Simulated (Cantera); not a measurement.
## Diamond growth

A diamond (100) surface in a fixed gas of H2 with x(CH4) = 0.015, x(H) = 0.044, at 1150 K, 82.5 Torr; coverages are run to steady state.

Detailed kinetics in Cantera: the Harris–Goodwin 1993 mechanism for the reconstructed diamond (100) surface.

```json
[
 {"x(CH3)": "1e-06", "growth (µm/h)": "0.0995", "θ c6HH": "0.472", "θ c6H*": "0.0342", "θ c6*H": "0.469", "θ c6**": "0.0246", "θ c6HM": "6.71e-6"},
 {"x(CH3)": "2.2e-06", "growth (µm/h)": "0.219", "θ c6HH": "0.472", "θ c6H*": "0.0342", "θ c6*H": "0.469", "θ c6**": "0.0246", "θ c6HM": "1.48e-5"},
 {"x(CH3)": "4.9e-06", "growth (µm/h)": "0.487", "θ c6HH": "0.472", "θ c6H*": "0.0342", "θ c6*H": "0.469", "θ c6**": "0.0246", "θ c6HM": "3.29e-5"},
 {"x(CH3)": "1.1e-05", "growth (µm/h)": "1.09", "θ c6HH": "0.472", "θ c6H*": "0.0342", "θ c6*H": "0.469", "θ c6**": "0.0246", "θ c6HM": "7.38e-5"},
 {"x(CH3)": "2.4e-05", "growth (µm/h)": "2.39", "θ c6HH": "0.472", "θ c6H*": "0.0342", "θ c6*H": "0.469", "θ c6**": "0.0246", "θ c6HM": "0.000161"},
 {"x(CH3)": "5.4e-05", "growth (µm/h)": "5.37", "θ c6HH": "0.472", "θ c6H*": "0.0342", "θ c6*H": "0.468", "θ c6**": "0.0246", "θ c6HM": "0.000362"},
 {"x(CH3)": "0.00012", "growth (µm/h)": "11.9", "θ c6HH": "0.472", "θ c6H*": "0.0341", "θ c6*H": "0.468", "θ c6**": "0.0246", "θ c6HM": "0.000804"},
 {"x(CH3)": "0.00027", "growth (µm/h)": "26.8", "θ c6HH": "0.471", "θ c6H*": "0.0341", "θ c6*H": "0.467", "θ c6**": "0.0245", "θ c6HM": "0.00181"},
 {"x(CH3)": "0.0006", "growth (µm/h)": "59.2", "θ c6HH": "0.470", "θ c6H*": "0.0340", "θ c6*H": "0.466", "θ c6**": "0.0244", "θ c6HM": "0.00399"}
]
```
θ: site fractions in the mechanism's names (c6HH fully hydrogenated, c6H* and c6*H radical sites, c6** diradical, c6HM methylated).
